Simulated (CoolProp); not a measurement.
Saturation properties of propylene (Tc = 364.2 K, pc = 4555 kPa, ω = 0.146).

Values from CoolProp's reference Helmholtz-energy equation of state, Lemmon 2013.

```tsv
T (K)	p (kPa)	liquid density (kg/m³)	vapour density (kg/m³)	liquid viscosity (µPa s)	liquid conductivity (mW/(m K))
235.4	155.4	597.7	3.512	176	141
244.1	219.5	586.4	4.851	160	137
252.9	302.9	574.7	6.572	146	133
261.6	407.1	562.7	8.704	134	129
270.3	535.9	550.3	11.34	124	125
279	692.9	537.3	14.57	114	121
287.8	883.7	523.5	18.56	105	116
296.5	1108	509.1	23.36	96.5	112
305.2	1371	493.7	29.20	88.8	108
313.9	1677	477.1	36.34	81.6	103
322.7	2034	458.7	45.27	74.5	98.4
331.4	2440	438.2	56.39	67.6	93.6
340.1	2903	414.4	70.86	60.7	88.7
348.8	3430	385.1	90.88	53.3	83.8
357.6	4038	342.8	123.7	44.4	79.9
```

It boils at 225.5 K under 1 atm.

Viscosity comes from a separate model (Huber 2003), an estimate that may be off by 10 % or more. Thermal conductivity comes from a separate model (Huber 2003), an estimate that may be off by 10 % or more.
